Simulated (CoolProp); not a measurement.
Vapour-liquid equilibrium of R13 (1) + propylene (2) at 31.2 kPa; x and y are mole fractions of (1).

Computed with CoolProp (multi-fluid Helmholtz-energy mixture model, Platzer 1990 and Lemmon 2013; pair parameters Bell 2016). This equation is an older, rougher fit; its heat capacities, sound speeds and derivatives of the liquid may be far off and weren't checked against measurements.

Question: Give the bubble temperature and the first vapour's composition at x = 0.35, 0.55, 0.65. Is there an azeotrope?

Answer: x = 0.35: 179.0 K, y = 0.846; x = 0.55: 176.3 K, y = 0.896; x = 0.65: 175.3 K, y = 0.915. No azeotrope shows between x = 0.05 and 0.95.

Pair parameters are fitted to limited data, so mixtures are less certain than the pure fluids.
